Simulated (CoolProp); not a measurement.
Values from CoolProp's reference Helmholtz-energy equation of state, Thol 2016.

### Question
For hexamethyldisiloxane (MM), give the phase and the cv (kJ/(kg K)), speed of sound (m/s), isothermal compressibility (1/MPa), expansivity (1/kK) at 481.3 K and 2.9 MPa.

### Answer
- 481.3 K and 2.9 MPa: liquid; cv 2.00, speed of sound 321, isothermal compressibility 0.0224, expansivity 3.44
